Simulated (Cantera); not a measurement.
Input: 1 mol Nb, 5.1 mol N₂O, 4 mol N₂, 1.1 mol H₂O, held at 1273 K and 5.30 mbar.

Cantera equilibrium calculation (NASA polynomials, part measured and part estimated; ideal gas, pure solids and liquids). Candidate condensed phases: H₂O, Nb, NbO, NbO₂, Nb₂O₅; 27 gas species. Condensed phases not in the tables: the oxides between NbO₂ and Nb₂O₅. Equilibrium is a limit: real reactors are often held back by kinetics, nucleation or transport.

Base state: N₂ 0.791, O₂ 0.113, H₂O 0.0956, NO 0.000243, OH 2.37e-5 (mole fractions); condensed: Nb₂O₅(s).

Problem. What changes in the equilibrium state with this change: temperature from 1273 K to 2575 K?

Solution. 
| species | before | after |
|---|---|---|
| N₂ | 0.791 | 0.642 |
| O | 4.96e-7 | 0.0786 |
| O₂ | 0.113 | 0.0760 |
| NbO₂ | <1e-9 | 0.0712 |
| H | 4.47e-9 | 0.0513 |
| H₂ | 2.08e-7 | 0.0116 |
| OH | 2.37e-5 | 0.0274 |
| NO | 0.000243 | 0.0142 |
| H₂O | 0.0956 | 0.0275 |
| NbO | <1e-9 | 9.45e-5 |
| Nb₂O₅(s), mol | 0.500 | 0 |
